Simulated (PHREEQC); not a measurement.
0.084 g of hydrous ferric oxide (600 m²/g; 0.2 weak and 0.005 strong sites per Fe, Dzombak-Morel constants, diffuse double layer) in 1 kg of water with 0.3 mol/kgw of an inert sodium salt, at 25 °C; the pH is set by adding NaOH or the inert anion's acid. Oxygen is held at 0.21 atm. No CO2 enters from the air. No solid was allowed to form.

Base run: PHREEQC, ion-association model, wateq4f.dat. Each further column changes one thing. The table gives surface charge σ (C/m²).

| pH | base | background salt from 0.3 to 0.03 mol/kgw | oxide from 0.084 to 0.42 g/kgw | 0.00065 mol/kgw CuSO4 added |
|---|---|---|---|---|
| 4 | 0.349 | 0.271 | 0.349 | 0.176 |
| 4.5 | 0.318 | 0.213 | 0.318 | 0.173 |
| 5 | 0.269 | 0.157 | 0.269 | 0.171 |
| 5.5 | 0.210 | 0.111 | 0.210 | 0.185 |
| 6 | 0.154 | 0.074 | 0.154 | 0.217 |
| 6.5 | 0.106 | 0.047 | 0.106 | 0.248 |
| 7 | 0.066 | 0.028 | 0.066 | 0.263 |
| 7.5 | 0.034 | 0.014 | 0.034 | 0.249 |
| 8 | 0.006 | 0.002 | 0.006 | 0.202 |
| 8.5 | -0.021 | -0.008 | -0.021 | 0.137 |
| 9 | -0.051 | -0.021 | -0.051 | 0.079 |
| 9.5 | -0.087 | -0.038 | -0.087 | 0.036 |
| 10 | -0.132 | -0.062 | -0.132 | 0.001 |

 In at least one series the solution becomes supersaturated in solids that the run did not let form, among them Cu(OH)2, Brochantite, Antlerite. The database's constant for dissolved Cu(OH)2 is higher than later reviews accept.
